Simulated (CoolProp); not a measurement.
Vapour-liquid equilibrium of propane (1) + R152A (2) at 321.2 K; x and y are mole fractions of (1).

Model: multi-fluid Helmholtz-energy mixture model, Lemmon 2009 and Outcalt 1996; pair parameters Bell 2016, in CoolProp.

```csv
x,bubble pressure (kPa),y at the bubble point,dew pressure at overall composition x (kPa),liquid density (mol/L)
0.05,1249,?,1171,12.43
0.15,?,0.288,1281,11.99
0.25,1604,0.396,1405,11.58
0.35,?,0.476,1540,?
0.45,1784,0.542,1677,10.88
0.55,1831,?,1792,10.62
0.65,1853,0.663,1851,10.43
0.75,1849,0.730,1842,?
0.85,1808,0.812,1781,?
0.95,1716,0.924,1691,10.25
```

### Question
Fill in the missing entries.

### Answer

- 0.05, y at the bubble point: 0.123
- 0.15, bubble pressure (kPa): 1455
- 0.35, bubble pressure (kPa): 1710
- 0.35, liquid density (mol/L): 11.21
- 0.55, y at the bubble point: 0.602
- 0.75, liquid density (mol/L): 10.30
- 0.85, liquid density (mol/L): 10.24

y crosses x between x = 0.65 and 0.75: the model has an azeotrope there.

The pair parameters rest on a limited set of measurements; away from them the model extrapolates.
